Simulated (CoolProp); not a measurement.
Properties of oxygen along the isotherm -147.85 °C.

Values from CoolProp's reference Helmholtz-energy equation of state, Schmidt 1985.

```tsv
p (MPa)	phase	Z	Joule-Thomson coefficient (K/MPa)	isothermal compressibility (1/MPa)
6.31	liquid	___	-0.09811	0.005444
12.6	liquid	0.3884	-0.1809	___
18.9	liquid	0.5690	-0.2343	___
25.2	liquid	0.7440	-0.2718	___
31.5	liquid	0.9144	-0.2998	0.002510
37.8	liquid	___	-0.3215	___
44.2	liquid	1.247	-0.3389	0.002014
50.5	liquid	___	-0.3528	___
```

Question: Some entries are withheld; supply them.

Answer: 
- 6.31, Z: 0.2004
- 12.6, isothermal compressibility (1/MPa): 0.004138
- 18.9, isothermal compressibility (1/MPa): 0.003378
- 25.2, isothermal compressibility (1/MPa): 0.002873
- 37.8, Z: 1.081
- 37.8, isothermal compressibility (1/MPa): 0.002234
- 50.5, Z: 1.408
- 50.5, isothermal compressibility (1/MPa): 0.001838
